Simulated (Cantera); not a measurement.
Cantera run:

```python
import numpy as np
import cantera as ct

gas_names = """
    C CO COS CO2 CS CS2 C2 C2O C3 C3O2 C4 C5 Mg MgO MgS Mg2 O O2 O3 S SO SO2 SO3 S2 S2O S8
""".split()
cond_names = """
    C(gr) Mg(cr) Mg(L) MgCO3(s) MgO(s) MgO(L) MgS(s) MgSO4(s) MgSO4(L) S(cr1) S(cr2) S(L)
""".split()


# ... load() reads the species with a 1 bar reference pressure and builds the phases ...
atoms = {
    'MgCO3': {'Mg': 1, 'C': 1, 'O': 3},
    'SO3': {'S': 1, 'O': 3},
    'O2': {'O': 2},
    'SO2': {'S': 1, 'O': 2},
}
top_T = {'C(gr)': 4500, 'MgS(s)': 2250}  # K; cautious upper limits of use, not melting points


# ... equilibrate(T, P, feed) seeds the gas with the atoms and calls Mixture.equilibrate('TP', solver="vcs", rtol=1e-11, max_steps=5000) ...
results = []
T = 1298  # K
P = 100000  # Pa
for m in [0.35, 0.54, 0.72, 0.91, 1.1, 1.3, 1.5, 1.7, 1.9, 2, 2.2, 2.4]:
    feed = {'MgCO3': 1, 'SO3': m, 'O2': 0.12, 'SO2': 0.48}  # mol
    mix = equilibrate(T, P, feed)
    results.append((T, P, feed, dict(zip(mix.species_names, mix.species_moles))))

top = {s: max(r[3][s] / sum(r[3][g] for g in gas_names) for r in results) for s in gas_names}
cols = sorted((s for s in top if top[s] > 0.001), key=lambda s: -top[s])[:9]
seen = [c for c in cond_names if any(r[3].get(c, 0) > 1e-12 for r in results)]
print("log10 of partial pressures in bar; condensed amounts in mol")
print(f"{'n(SO3)':>10s}" + "".join(f"{s[:9]:>10s}" for s in cols + seen))
for T, P, feed, n in results:
    ng = sum(n[g] for g in gas_names)
    print(f"{feed['SO3']:10.4g}" + "".join(f"{np.log10(max(n[s] / ng * P / 1e5, 1e-99)):10.3f}" for s in cols)
          + "".join(f"{n.get(c, 0):10.4g}" for c in seen))
```

It prints:

```
log10 of partial pressures in bar; condensed amounts in mol
    n(SO3)       CO2       SO2        O2       SO3    MgO(s)  MgSO4(s)
      0.35    -0.205    -0.532    -1.142    -2.010    0.6568    0.3432
      0.54    -0.205    -0.532    -1.142    -2.010    0.4668    0.5332
      0.72    -0.205    -0.532    -1.142    -2.010    0.2868    0.7132
      0.91    -0.205    -0.532    -1.142    -2.010   0.09684    0.9032
       1.1    -0.240    -0.493    -1.038    -1.919         0         1
       1.3    -0.308    -0.435    -0.904    -1.794         0         1
       1.5    -0.367    -0.396    -0.826    -1.716         0         1
       1.7    -0.419    -0.368    -0.774    -1.662         0         1
       1.9    -0.465    -0.347    -0.736    -1.623         0         1
         2    -0.486    -0.339    -0.721    -1.606         0         1
       2.2    -0.526    -0.324    -0.696    -1.579         0         1
       2.4    -0.562    -0.312    -0.676    -1.557         0         1
```

These are equilibrium values from Cantera (NASA tables, ideal gas, pure condensed phases), not measurements of a reactor. Mutual solubility and eutectic melting of coexisting phases are not modelled.
